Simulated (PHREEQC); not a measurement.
H2SO4 is added in steps, without added water, to 1 kg of water holding 0.00024 mol/kgw PbCl2 and 0.017 mol/kgw Cu(NO3)2, at 25 °C. Oxygen alone is held at its pressure in air (log pO2 = -0.68). CO2 from the air is kept out. Nothing may precipitate in this run.

Base run: PHREEQC, ion-association model, wateq4f.dat. Each further column changes one thing. The table gives SO4-2 (mol/kgw).

```tsv
H2SO4 added (mol)	base	Cu(NO3)2 left out	temperature from 25 to 85 °C	Cu(NO3)2 from 0.017 to 0.0017 mol/kgw	solids may form
0	0	0	0	0	0
0.00015	8.42e-5	0.000134	7.68e-5	0.000119	8.42e-5
0.00035	0.000195	0.000307	0.000173	[?]	0.000195
0.0005	0.000277	0.000433	0.000242	0.000386	0.000277
0.00065	0.000359	0.000555	0.000307	0.000497	0.000359
0.00085	0.000466	0.000713	0.000389	0.000642	0.000457
0.001	0.000545	0.000828	0.000448	0.000748	0.000522
0.00115	0.000624	0.000940	0.000505	0.000852	0.000590
0.00135	0.000728	0.00109	[?]	0.000987	0.000683
0.0015	0.000805	0.00119	[?]	0.00109	0.000753
0.00165	0.000881	0.00130	0.000681	0.00119	0.000824
0.00185	0.000982	0.00143	0.000746	0.00131	[?]
0.002	0.00106	0.00153	0.000793	0.00141	0.000991
```

Q: Complete the blanks.

A: 
- 0.00035, Cu(NO3)2 from 0.017 to 0.0017 mol/kgw: 0.000273
- 0.00135, temperature from 25 to 85 °C: 0.000578
- 0.0015, temperature from 25 to 85 °C: 0.000630
- 0.00185, solids may form: 0.000919

In at least one series the solution becomes supersaturated in solids that the run did not let form, among them Anglesite. Away from 25 °C the constants follow the database's enthalpies or fits; those with neither stay at their 25 °C values.  Solids allowed in the column 'solids may form': Cu(OH)2, Brochantite, Antlerite, Atacamite, Cu2(OH)3NO3, Litharge, Anglesite, Cotunnite, Laurionite, Larnakite, Chalcanthite.
